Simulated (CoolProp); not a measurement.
Model: reference Helmholtz-energy equation of state, Leachman 2009, in CoolProp.

### Question
Give the vapour pressure (kPa), liquid density (kg/m³), enthalpy of vaporisation (kJ/kg), surface tension (mN/m) of saturated normal hydrogen at 27.8, 29.8, 31.4 K.

### Answer
```tsv
T (K)	p (kPa)	liquid density (kg/m³)	enthalpy of vaporisation (kJ/kg)	surface tension (mN/m)
27.8	553	59.8	361	0.674
29.8	779	55.1	308	0.374
31.4	1000	49.9	242	0.164
```

Surface tension comes from a separate correlation (Mulero 2012).
